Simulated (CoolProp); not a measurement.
A simple Rankine cycle with n-perfluorohexane: condensing at 315.15 K, boiler at 0.301 MPa, turbine inlet 381.7 K, turbine efficiency 0.9, pump efficiency 0.8, no recuperator. Each further row changes one setting.

Computed with CoolProp (reference Helmholtz-energy equation of state, Gao 2022).

```
case                             thermal efficiency (%)  net work (kJ/kg)  heat in (kJ/kg)  turbine exit temperature (K)  volume ratio over the turbine
-------------------------------  ----------------------  ----------------  ---------------  ----------------------------  -----------------------------
as stated                                           8.6              12.4              145                             ?                           5.40
turbine inlet 401.7 K                               8.1              13.3                ?                         384.6                              ?
condensing temperature 307.15 K                     9.7              14.9              153                         361.7                           7.39
boiler pressure 0.211 MPa                           6.8              9.97              146                         368.8                           3.67
turbine efficiency 0.8                              7.6                 ?              145                         366.1                           5.43
```

Problem. What belongs in the gaps?

Solution. 
- as stated, turbine exit temperature (K): 364.6
- turbine inlet 401.7 K, heat in (kJ/kg): 164
- turbine inlet 401.7 K, volume ratio over the turbine: 5.31
- turbine efficiency 0.8, net work (kJ/kg): 11.0
